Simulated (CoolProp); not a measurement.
Vapour-liquid equilibrium of hydrogen chloride (1) + ethane (2) at -6.95 °C; x and y are mole fractions of (1).

Computed with CoolProp (multi-fluid Helmholtz-energy mixture model, Thol 2018 and Bücker 2006; pair parameters Bell 2016).

```
x     bubble pressure (kPa)  y at the bubble point  dew pressure at overall composition x (kPa)  liquid density (mol/L)
----  ---------------------  ---------------------  -------------------------------------------  ----------------------
0.05                   2147                  0.089                                         2086                   14.07
0.2                    2455                  0.281                                         2326                   14.89
0.35                   2633                  0.413                                         2556                   15.96
0.5                    2709                  0.519                                         2701                   17.42
0.65                   2696                  0.616                                         2671                   19.35
0.8                    2584                  0.728                                         2478                   21.85
0.95                   2306                  0.905                                         2231                   24.98
```

y crosses x between x = 0.5 and 0.65: the model has an azeotrope there.

Pair parameters are fitted to limited data, so mixtures are less certain than the pure fluids.
